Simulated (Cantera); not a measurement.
Charge: 1 mol N2O, 0.14 mol H2O, 28 mol N2, equilibrated at 1.33 mbar.

These are equilibrium values from Cantera (NASA tables, ideal gas, pure condensed phases), not measurements of a reactor. Candidate condensed phases: H2O; 24 gas species. Kinetics and transport are ignored.

At 1900 °C, list the 5 most abundant gas species with their mole fractions, and the condensed phases.

N2 0.971, O2 0.0123, O 0.00690, NO 0.00318, H 0.00287. Condensed: gas only.
